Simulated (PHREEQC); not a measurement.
A solution holds 0.0073 mol/kgw H3PO4, at 25 °C. Closed to the air; pH follows from the charge balance.

Model: ion-association model, wateq4f.dat, run in PHREEQC.

No solid was allowed to form.

### Question
Predict the pH.

### Answer
pH 2.37.

### Question
In which forms is P present?

### Answer
H2PO4- 63 %, H3PO4 37 % of the P.

H3PO4, which wateq4f.dat lacks, is added to it with the constant of phreeqc.dat.
